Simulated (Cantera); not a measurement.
Input: 1 mol SiH4, 0.0077 mol C2H2, 1.4 mol H2, held at 1448.15 K and 3.70 mbar.

These are equilibrium values from Cantera (NASA tables, ideal gas, pure condensed phases), not measurements of a reactor. Candidate condensed phases: C, C6H6, C7H8, C8H18, Si, SiC; 87 gas species. Mutual solubility and eutectic melting of coexisting phases are not modelled. Equilibrium is a limit: real reactors are often held back by kinetics, nucleation or transport.

Base state: H2 1.000, H 0.000152 (mole fractions); condensed: Si(s) + SiC(s).

**Question.** What changes in the equilibrium state with this change: temperature from 1448.15 K to 1748.15 K?

**Answer.** 
| species | before | after |
|---|---|---|
| H2 | 1.000 | 0.996 |
| H | 0.000152 | 0.00375 |
| Si | 7.93e-7 | 0.000394 |
| SiH | 1.93e-7 | 3.18e-5 |
| SiH2 | 7.50e-7 | 2.05e-5 |
| Si(s), mol | 0.985 | 0 |
| SiC(s), mol | 0.0154 | 0.0154 |
| Si(l), mol | 0 | 0.983 |
Gases not in the tables: Si2H6 and higher silanes.

**Question.** What changes in the equilibrium state with this change: SiH4 replaced by (CH3)2SiCl2?

**Answer.** 
| species | before | after |
|---|---|---|
| H2 | 1.000 | 0.635 |
| HCl | 0 | 0.361 |
| SiCl2 | 0 | 0.00373 |
| SiCl3 | 0 | 0.000362 |
| SiCl4 | 0 | 0.000129 |
| Cl | 0 | 5.60e-5 |
| Si(s), mol | 0.985 | 0 |
| SiC(s), mol | 0.0154 | 0.977 |
| C(graphite), mol | 0 | 1.04 |
The feed counts by its element totals alone. The tables' values for SiCl3 are old estimates; treat these amounts as uncertain.
